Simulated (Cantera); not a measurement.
Ignition delay

Mixture: CH₄ : O₂ : N₂ = 1 : 0.952 : 4.57 (molar parts), equivalence ratio 2.1, at 2100 Torr, adiabatic and at constant pressure. Ignition delay is the time to a rise of 400 K.

Model: GRI-Mech 3.0 (53 species, 325 reactions), integrated in Cantera.

```json
[
 {"T0 (K)": "1125", "delay (ms)": "96.2"},
 {"T0 (K)": "1225", "delay (ms)": "24.3"},
 {"T0 (K)": "1325", "delay (ms)": "6.90"},
 {"T0 (K)": "1425", "delay (ms)": "2.15"},
 {"T0 (K)": "1525", "delay (ms)": "0.722"},
 {"T0 (K)": "1625", "delay (ms)": "0.268"},
 {"T0 (K)": "1725", "delay (ms)": "0.112"},
 {"T0 (K)": "1825", "delay (ms)": "0.0531"},
 {"T0 (K)": "1925", "delay (ms)": "0.0283"},
 {"T0 (K)": "2025", "delay (ms)": "0.0166"}
]
```

| Quantity | Value |
|---|---|
| apparent activation energy between 1825 and 2025 K | 180 kJ/mol |
